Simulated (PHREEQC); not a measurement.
1 kg of water holding 0.2 mol/kgw NaBr and 0.28 mol/kgw KCl is evaporated at 25 °C; the solids stay in contact with the brine. No CO2 enters from the air. Solids allowed: Halite, Sylvite. Others were left out.

The series has 16 steps of water left (kg), from 1 to 0.05275.

The numbers come from PHREEQC with the Pitzer model, pitzer.dat.

Task: Which solids form, in which order, and at which step of the series does each first stand?

Result: Sylvite from water left = 0.06418 kg.

Complexes and solids missing from the database can't appear.
